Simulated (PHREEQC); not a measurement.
KOH is added in steps, without added water, to 1 kg of water holding 73 mmol/kgw KH2PO4, 52 mmol/kgw HF and 12 mmol/kgw ZnSO4, at 25 °C. Oxygen is held at 0.21 atm. CO2 from the air is kept out. Nothing may precipitate in this run.

Base run: PHREEQC, ion-association model, wateq4f.dat. Each further column changes one thing. The table gives pH.

| KOH added (mol) | base | Davies equation for every ion | Debye-Hückel limiting law | all activity coefficients set to 1 | metal-ligand complexes left out |
|---|---|---|---|---|---|
| 0 | 2.71 | 2.72 | 2.67 | 2.81 | 2.72 |
| 0.0225 | 3.16 | 3.17 | 3.11 | 3.27 | 3.17 |
| 0.05625 | 5.61 | 5.62 | 5.37 | 5.92 | 5.63 |
| 0.07875 | 6.53 | 6.55 | 6.24 | 6.86 | 6.56 |
| 0.1013 | 7.06 | 7.09 | 6.73 | 7.40 | 7.09 |
| 0.1237 | 8.13 | 8.15 | 7.98 | 8.24 | 8.11 |
| 0.1575 | 10.60 | 10.66 | 10.00 | 11.16 | 10.56 |
| 0.18 | 11.26 | 11.33 | 10.56 | 11.88 | 11.22 |

In at least one series the solution becomes supersaturated in solids that the run did not let form, among them Zn(OH)2-e, Zn4(OH)6SO4, Zn3(PO4)2:4w. wateq4f.dat counts part of the HF as a dimer, H2F2, which phreeqc.dat doesn't know; its constant is uncertain. H3PO4, which wateq4f.dat lacks, is added to it with the constant of phreeqc.dat. The database has no phosphate complexes of Zn.
